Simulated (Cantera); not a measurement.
Input (Python, Cantera) and output of one run.

```python
import numpy as np
import cantera as ct

gas_names = """
    Br Br2 H HBr HO2 H2 H2O H2O2 O OH O2 O3
""".split()
cond_names = """
    Br2(cr) Br2(L) H2O(s) H2O(L)
""".split()


# ... load() reads the species with a 1 bar reference pressure and builds the phases ...
atoms = {
    'HBr': {'H': 1, 'Br': 1},
    'H2': {'H': 2},
    'O2': {'O': 2},
}
top_T = {}  # K; cautious upper limits of use, not melting points


# ... equilibrate(T, P, feed) seeds the gas with the atoms and calls Mixture.equilibrate('TP', solver="vcs", rtol=1e-11, max_steps=5000) ...
results = []
feed = {'HBr': 1, 'H2': 5.5, 'O2': 0.43}  # mol
T = 1225  # K
P = 38  # Pa
mix = equilibrate(T, P, feed)
results.append((T, P, feed, dict(zip(mix.species_names, mix.species_moles))))
x = sorted(zip(gas.X, gas.species_names), reverse=True)
print(f"T = {T:g} K  P = {P:g} Pa  gas = {mix.phase_moles(0):.4g} mol")
print("   x: " + "  ".join(f"{s} {v:.3e}" for v, s in x if v > 0.0001))
print("   condensed (mol): " + ("  ".join(f"{mix.phase(i).name} {mix.phase_moles(i):.4g}"
      for i in range(1, mix.n_phases) if mix.phase_moles(i) > 1e-12) or "none"))
```

It prints:

```
T = 1225 K  P = 38 Pa  gas = 6.503 mol
   x: H2 7.140e-01  HBr 1.527e-01  H2O 1.322e-01  Br 1.036e-03
   condensed (mol): none
```

Cantera equilibrium calculation (NASA polynomials, part measured and part estimated; ideal gas, pure solids and liquids).
